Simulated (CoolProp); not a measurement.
A single-stage vapour-compression cycle with R13: evaporating at 220.15 K (dew point), condensing at 244.15 K (bubble point), superheat 2 K, subcooling 2 K, compressor efficiency 0.9, no pressure losses. Each further row changes one setting.

Values from CoolProp's reference Helmholtz-energy equation of state, Platzer 1990. This equation is an older, rougher fit; its heat capacities, sound speeds and derivatives of the liquid may be far off and weren't checked against measurements.

```
case                              cooling COP  pressure ratio  discharge temperature (K)  refrigerating effect (kJ/kg)  volumetric capacity (kJ/m³)
--------------------------------  -----------  --------------  -------------------------  ----------------------------  ---------------------------
as stated                                7.27            2.33                      257.3                           114                         2650
evaporating temperature 225.15 K         9.59            1.92                      254.7                             ?                            ?
condensing temperature 239.15 K          9.45            1.98                      250.3                           119                         2770
subcooling 7 K                           7.59            2.33                      257.3                           119                         2770
superheat 12 K                           7.20            2.33                      267.5                           120                         2630
compressor efficiency 0.8                   ?            2.33                      260.0                           114                         2650
```

Complete the blanks.


- evaporating temperature 225.15 K, refrigerating effect (kJ/kg): 115
- evaporating temperature 225.15 K, volumetric capacity (kJ/m³): 3240
- compressor efficiency 0.8, cooling COP: 6.46
